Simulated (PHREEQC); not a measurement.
Solution (90 °C): 0.086 mol/kgw NH4HS and 3.1e-05 mol/kgw FeCl2. Closed to the air; pH follows from the charge balance.

Equilibrium calculation in PHREEQC: ion-association model, phreeqc.dat.

```yaml
pH: 7.08
ionic_strength: 0.0711 mol/kgw
specific_conductance: 23400 µS/cm
density: 0.966 g/cm³
total_alkalinity: 86.0 meq/kg
```

```csv
species,molality,activity,log γ
NH4+,0.0711,0.0531,-0.127
HS-,0.0710,0.0541,-0.118
H2S,0.0149,0.0152,0.007
NH3,0.0149,0.0151,0.007
Cl-,6.20e-5,4.75e-5,-0.116
Fe(HS)3-,2.74e-5,2.13e-5,-0.111
S-2,8.10e-6,3.01e-6,-0.429
OH-,6.15e-6,4.68e-6,-0.118
Fe(HS)2,3.55e-6,3.61e-6,0.007
H+,1.02e-7,8.38e-8,-0.086
```

This is a speciation only: nothing precipitates in the calculation. At this temperature some constants are extrapolated from 25 °C, and those without enthalpy data are left unchanged.
